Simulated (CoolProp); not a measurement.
Computed with CoolProp (reference Helmholtz-energy equation of state, Wagner 2002).

Task: Give the vapour pressure (kPa), liquid density (kg/m³), vapour Z, surface tension (mN/m) of saturated water at 334.15 °C.

Result: 
```json
[
 {"T (°C)": "334.15", "p (kPa)": "13600", "liquid density (kg/m³)": "629", "vapour Z": "0.582", "surface tension (mN/m)": "6.77"}
]
```

Surface tension comes from a separate correlation (Mulero 2012).
